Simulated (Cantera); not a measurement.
A perfectly stirred reactor is fed with CO : H2 : O2 : N2 = 1 : 0.2 : 0.714 : 2.69 (molar parts), equivalence ratio 0.84, at 1.00 atm; it is adiabatic with a 425 K inlet, and is followed from long to short residence time, starting on the burning branch (τ in s: 0.056, 0.032, 0.018, 0.01, 0.006, 0.0034, 0.002, 0.0011, 0.00064, 0.00036, 0.00021, 0.00012, 6.8e-05).

Detailed kinetics in Cantera: GRI-Mech 3.0 (53 species, 325 reactions).

Question: Predict: blow-out, bracketed by the residence times tried; x(CO) at τ = 56.0 ms; x(H2) at τ = 56.0 ms; x(O2) at τ = 56.0 ms; x(H) at τ = 56.0 ms; x(CO2) at τ = 56.0 ms; x(CO) at τ = 2.00 ms; x(H2) at τ = 2.00 ms; x(O2) at τ = 2.00 ms; x(H) at τ = 2.00 ms; x(CO2) at τ = 2.00 ms.

Answer: 
```
Property                                                                       Result
------------------------------------------------  -----------------------------------
blow-out, bracketed by the residence times tried  burning at 0.120 ms, out at 68.0 µs
x(CO) at τ = 56.0 ms                                                           0.0233
x(H2) at τ = 56.0 ms                                                         0.000856
x(O2) at τ = 56.0 ms                                                           0.0369
x(H) at τ = 56.0 ms                                                          0.000484
x(CO2) at τ = 56.0 ms                                                           0.223
x(CO) at τ = 2.00 ms                                                           0.0569
x(H2) at τ = 2.00 ms                                                          0.00258
x(O2) at τ = 2.00 ms                                                           0.0527
x(H) at τ = 2.00 ms                                                           0.00413
x(CO2) at τ = 2.00 ms                                                           0.183
```
